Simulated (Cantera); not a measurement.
A Cantera script and what it prints.

```python
import numpy as np
import cantera as ct

gas_names = """
    F F2 H HF H2 H2F2 H3F3 H4F4 H5F5 H6F6 H7F7 N NF NF2 NF3 NH NH2 NH3 N2 N2H2 N2H4 Si SiF SiF2 SiF3
    SiF4 SiH SiHF3 SiH2 SiH2F2 SiH3 SiH3F SiH4 SiN Si2 Si2N Si3
""".split()
cond_names = """
    Si(cr) Si(L) Si3N4(a)
""".split()


# ... load() reads the species with a 1 bar reference pressure and builds the phases ...
atoms = {
    'Si': {'Si': 1},
    'HF': {'H': 1, 'F': 1},
    'N2': {'N': 2},
}
top_T = {'Si3N4(a)': 2400}  # K; cautious upper limits of use, not melting points


# ... equilibrate(T, P, feed) seeds the gas with the atoms and calls Mixture.equilibrate('TP', solver="vcs", rtol=1e-11, max_steps=5000) ...
results = []
feed = {'Si': 1, 'HF': 2.8, 'N2': 33}  # mol
T = 1498  # K
P = 2800  # Pa
mix = equilibrate(T, P, feed)
results.append((T, P, feed, dict(zip(mix.species_names, mix.species_moles))))
print(gas.report(threshold=1e-06))
for i in range(1, mix.n_phases):
    print(f"{mix.phase(i).name:16s} {mix.phase_moles(i):12.5e} mol")
```

Result:

```
       temperature   1498 K
          pressure   2800 Pa
           density   0.0064008 kg/m^3
  mean mol. weight   28.472 kg/kmol
   phase of matter   gas

                          1 kg             1 kmol
                     ---------------   ---------------
          enthalpy         2.868e+05        8.1659e+06  J
   internal energy       -1.5064e+05       -4.2892e+06  J
           entropy            9668.2        2.7528e+05  J/K
    Gibbs function       -1.4196e+07        -4.042e+08  J
 heat capacity c_p              1265             36017  J/K
 heat capacity c_v            972.97             27703  J/K

                      mass frac. Y      mole frac. X     chem. pot. / RT
                     ---------------   ---------------   ---------------
                 H        7.1824e-07        2.0288e-05           -12.709
                HF         0.0012857         0.0018298            -55.54
                H2         0.0027633          0.039027           -25.418
                N2           0.92336           0.93847           -29.647
              SiF2        0.00091242        0.00039313           -94.483
              SiF3           0.01013         0.0033901           -137.31
              SiF4          0.061021          0.016693           -180.15
             SiHF3        0.00052083        0.00017226           -150.02
     [  +29 minor]        2.1646e-06        9.5821e-07

Si(cr)            0.00000e+00 mol
Si3N4(a)          9.26547e-02 mol
```

Cantera equilibrium calculation (NASA polynomials, part measured and part estimated; ideal gas, pure solids and liquids). N2 is the only nitrogen source here; it is nearly inert below about 1500 K, so the nitride shown seldom forms there in practice. The tables' values for SiF3, SiF2 are old estimates; treat these amounts as uncertain.
